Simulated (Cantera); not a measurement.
Feed: 1 mol MgCO3, 0.022 mol C, 1.3 mol H2O, equilibrated at 577 °C and 1.00 Torr.

Equilibrium computed with Cantera from the NASA thermochemical tables; the gas is ideal and each condensed phase is pure. Candidate condensed phases: C, C6H6, C7H8, C8H18, H2O, Mg, MgCO3, MgO, Mg(OH)2; 116 gas species. Equilibrium is a limit: real reactors are often held back by kinetics, nucleation or transport.

Base state: H2O 0.545, CO2 0.436, H2 0.0150, CO 0.00394 (mole fractions); condensed: MgO(s).

Task: What changes in the equilibrium state with this change: C from 0.022 to 0.0089 mol?

Result: 
| species | before | after |
|---|---|---|
| H2O | 0.545 | 0.557 |
| CO2 | 0.436 | 0.435 |
| H2 | 0.0150 | 0.00614 |
| CO | 0.00394 | 0.00157 |
| MgO(s), mol | 1.00 | 1.00 |

Task: What changes in the equilibrium state with this change: temperature from 577 °C to 1477 °C?

Result: 
```tsv
species	before	after
H2O	0.545	0.547
CO2	0.436	0.417
CO	0.00394	0.0209
H2	0.0150	0.00760
O2	<1e-9	0.00433
OH	<1e-9	0.00235
H	<1e-9	0.000555
MgO(s), mol	1.00	1.000
```
